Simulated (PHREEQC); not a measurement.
Dissolve 16 mmol/kgw Cs2SO4 and 5.8 mmol/kgw KHCO3 at 25 °C. Closed to the air; pH follows from the charge balance.

The numbers come from PHREEQC with the ion-association model, wateq4f.dat.

Question: The ionic strength comes out as 0.0533 mol/kgw. What activity coefficients do SO4-2, Cs+, K+, CO3-2, OH- get?

Answer: SO4-2 0.45, Cs+ 0.82, K+ 0.81, CO3-2 0.46, OH- 0.81.

Precipitation was switched off in this run.
